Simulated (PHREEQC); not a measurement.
Dissolve 2.8 mmol/kgw Zn(NO3)2 at 25 °C. Closed to the air; pH follows from the charge balance.

Computed with PHREEQC (ion-association model, wateq4f.dat).

No solid was allowed to form.

Task: Estimate the pH.

Result: pH 5.83.
